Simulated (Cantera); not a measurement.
Low-pressure radical oxidation in H2/O2

An isothermal, constant-pressure homogeneous reactor starts with H₂ : O₂ : N₂ = 0.055 : 1 : 2.6 (molar parts), equivalence ratio 0.028, at 1425 K and 880 Pa.

Model: the H2/O2 subset of GRI-Mech 3.0, which has no nitrogen chemistry, integrated in Cantera. Radical loss at walls, strong at low pressure, is not modelled.

```
t (s)         x H₂   x O₂      x OH    x HO₂       x H    x H₂O    x H₂O₂
--------  --------  -----  --------  -------  --------  -------  --------
0.000700    0.0150  0.274   9.00e-8  6.22e-8   4.89e-8  9.02e-8  7.85e-11
0.00231     0.0150  0.274   6.26e-6  2.06e-7   3.00e-6  1.02e-5  5.98e-10
0.00765   0.000507  0.261   0.00223  2.97e-7   0.00198   0.0124   1.04e-8
0.0253    0.000260  0.261   0.00186  2.70e-7   0.00169   0.0130   7.92e-9
0.0837    0.000244  0.261   0.00181  2.65e-7   0.00153   0.0131   7.80e-9
0.277     0.000201  0.262   0.00164  2.47e-7   0.00112   0.0135   7.39e-9
0.915     0.000113  0.265   0.00124  1.94e-7  0.000453   0.0142   6.03e-9
3.02       3.15e-5  0.267  0.000656  9.81e-8   6.40e-5   0.0148   3.28e-9
10.0       4.88e-6  0.268  0.000259  2.87e-8   3.84e-6   0.0150   1.03e-9
```
x: mole fraction; the columns are a selection and need not sum to one.

Equilibrium at this temperature and pressure: H₂ 2.07e-7, O₂ 0.268, OH 5.33e-5, HO₂ 1.58e-8, H 3.33e-8, H₂O 0.0151, H₂O₂ 9.67e-11 (gas phase only).
